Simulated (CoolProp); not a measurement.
A closed Brayton cycle with carbon dioxide: compressor inlet 315.15 K and 8.2 MPa, high pressure 25.1 MPa, turbine inlet 975 K, compressor efficiency 0.8, turbine efficiency 0.85, recuperator effectiveness 0.95 (on enthalpy, no pinch check). Each further row changes one setting.

Computed with CoolProp (reference Helmholtz-energy equation of state, Span 1996).

```tsv
case	thermal efficiency (%)	net work (kJ/kg)	compressor to turbine work	compressor exit (K)	turbine exit (K)
as stated	39.5	112	0.32	398.7	835.2
turbine inlet 925 K	(withheld)	(withheld)	0.34	398.7	(withheld)
compressor inlet 325.15 K	(withheld)	102	0.38	421.9	835.2
high pressure 21.3 MPa	38.6	99.3	0.30	(withheld)	855.0
recuperator effectiveness 0.5	21.9	112	0.32	398.7	835.2
```

**Question.** Complete the blanks.

**Answer.** 
- turbine inlet 925 K, thermal efficiency (%): 37.9
- turbine inlet 925 K, net work (kJ/kg): 103
- turbine inlet 925 K, turbine exit (K): 789.9
- compressor inlet 325.15 K, thermal efficiency (%): 38.0
- high pressure 21.3 MPa, compressor exit (K): 386.0
